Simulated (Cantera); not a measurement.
What does this Cantera script print?

```python
import numpy as np
import cantera as ct

gas = ct.Solution("h2o2.yaml")
gas.TPX = 398, 25000, {'H2': 1, 'O2': 0.455, 'N2': 2.09}
flame = ct.FreeFlame(gas, width=0.11)
flame.set_refine_criteria(ratio=3, slope=0.08, curve=0.16)
flame.transport_model = "mixture-averaged"
flame.solve(loglevel=0, auto=True)
z, T = flame.grid, flame.T
thick = (T[-1] - T[0]) / np.gradient(T, z).max()
show = ['H2', 'O2', 'HO2', 'H2O', 'O', 'H2O2']
print(f"laminar burning velocity  {flame.velocity[0] * 100:.3f} cm/s")
print(f"burnt temperature         {T[-1]:.1f} K")
print(f"thermal thickness         {thick * 1e3:.4f} mm")
print(f"grid points               {len(z)}")
z0 = z[flame.heat_release_rate.argmax()]
print(f"{'z/mm':>9s}{'T/K':>9s}{'u/(m/s)':>9s}" + "".join(f"{s:>11s}" for s in show))
rows = []
for k in (-3, -2, -1.5, -1, -0.5, -0.25, 0, 0.25, 0.5, 1, 2, 4, 8):
    zz = z0 + k * thick
    rows.append([k * thick, np.interp(zz, z, T), np.interp(zz, z, flame.velocity),
                 *(np.interp(zz, z, flame.X[gas.species_index(s)]) for s in show)])
    print(f"{rows[-1][0] * 1e3:9.3f}{rows[-1][1]:9.1f}{rows[-1][2]:9.3f}" + "".join(f"{x:11.3e}" for x in rows[-1][3:]))
```

Output:

```
laminar burning velocity  290.543 cm/s
burnt temperature         2271.6 K
thermal thickness         2.6465 mm
grid points               139
     z/mm      T/K  u/(m/s)         H2         O2        HO2        H2O          O       H2O2
   -7.939    398.0    2.905  2.821e-01  1.283e-01  4.880e-15  8.672e-15  6.074e-16  4.087e-17
   -5.293    398.0    2.905  2.821e-01  1.283e-01  2.075e-12  3.041e-12  1.672e-13  2.039e-14
   -3.970    398.0    2.905  2.821e-01  1.283e-01  3.453e-11  4.540e-11  2.217e-12  3.501e-13
   -2.646    398.0    2.905  2.821e-01  1.284e-01  4.385e-09  4.476e-09  1.488e-10  4.665e-11
   -1.323    401.2    2.922  2.804e-01  1.286e-01  3.846e-05  6.179e-05  5.408e-07  1.224e-06
   -0.662    588.8    4.201  2.534e-01  1.250e-01  9.578e-05  1.367e-02  9.444e-05  2.557e-05
    0.000   1042.4    7.187  1.515e-01  9.041e-02  2.764e-05  9.321e-02  3.680e-03  1.047e-06
    0.662   1344.1    9.158  6.122e-02  3.397e-02  9.024e-06  1.952e-01  8.900e-03  1.198e-06
    1.323   1474.6    9.983  4.733e-02  2.152e-02  5.069e-06  2.178e-01  9.111e-03  9.449e-07
    2.646   1609.1   10.802  4.757e-02  1.789e-02  3.598e-06  2.263e-01  8.208e-03  5.750e-07
    5.293   1751.4   11.641  4.766e-02  1.476e-02  2.544e-06  2.354e-01  6.677e-03  2.995e-07
   10.586   1889.0   12.428  4.587e-02  1.151e-02  1.737e-06  2.461e-01  4.885e-03  1.571e-07
   21.172   2014.4   13.125  4.255e-02  8.323e-03  1.140e-06  2.575e-01  3.177e-03  8.861e-08
```

Model: the H2/O2 subset of GRI-Mech 3.0, which has no nitrogen chemistry, integrated in Cantera. Burning velocities carry a grid error of a few per cent, more on coarse grids.
